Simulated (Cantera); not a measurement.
Charge: 1 mol CH₃Cl, 0.12 mol F₂, at 1000 Pa.

Method: chemical equilibrium by Gibbs-energy minimisation in Cantera with the NASA 1993 tables (ideal gas, pure condensed phases). Candidate condensed phases: C, C₆H₆, C₇H₈, C₈H₁₈; 135 gas species. Ions and electrons are included (thermal ionisation). The tables' values for CCl are old estimates; treat these amounts as uncertain. The numbers say what is thermodynamically allowed, not how fast it happens. All values below are at 3727 °C.

Base state: H 0.576, Cl 0.194, C 0.172, F 0.0421, C₂ 0.00792, HF 0.00394, C₃ 0.00178, H₂ 0.00130 (mole fractions); condensed: gas only.

Problem. What changes in the equilibrium state with this change: CH₃Cl replaced by CCl₄?

Solution. 
```json
[
 {"species": "Cl", "before": "0.194", "after": "0.773"},
 {"species": "C", "before": "0.172", "after": "0.171"},
 {"species": "F", "before": "0.0421", "after": "0.0457"},
 {"species": "H", "before": "0.576", "after": "0"},
 {"species": "HF", "before": "0.00394", "after": "0"},
 {"species": "H₂", "before": "0.00130", "after": "0"},
 {"species": "HCl", "before": "0.000674", "after": "0"}
]
```
